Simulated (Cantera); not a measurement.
Charge: 1 mol V₂O₃, 27 mol H₂, 0.64 mol H₂O, held at 180 Pa.

These are equilibrium values from Cantera (NASA tables, ideal gas, pure condensed phases), not measurements of a reactor. Candidate condensed phases: H₂O, V, VO, V₂O₃, V₂O₄, V₂O₅; 12 gas species. Condensed phases not in the tables: the oxides between V₂O₃ and V₂O₅ other than VO₂. The numbers say what is thermodynamically allowed, not how fast it happens. All values below are at 1627 °C.

Base state: H₂ 0.958, H₂O 0.0222, H 0.0183, VO₂ 0.00151, VO 0.000201, OH 3.49e-5 (mole fractions); condensed: V₂O₃(s).

Question: What changes in the equilibrium state with this change: V₂O₃ replaced by Nb₂O₅?

Answer: 
```
species         before     after
------------  --------  --------
H₂               0.958     0.923
H₂O             0.0222    0.0587
H               0.0183    0.0180
VO₂            0.00151         0
NbO₂                 0  0.000411
VO            0.000201         0
OH             3.49e-5   9.39e-5
V₂O₃(s), mol     0.976         0
NbO₂(s), mol         0      1.99
```
Condensed phases not in the tables: the oxides between NbO₂ and Nb₂O₅. Further candidate phases: Nb, NbO, NbO₂, Nb₂O₅.
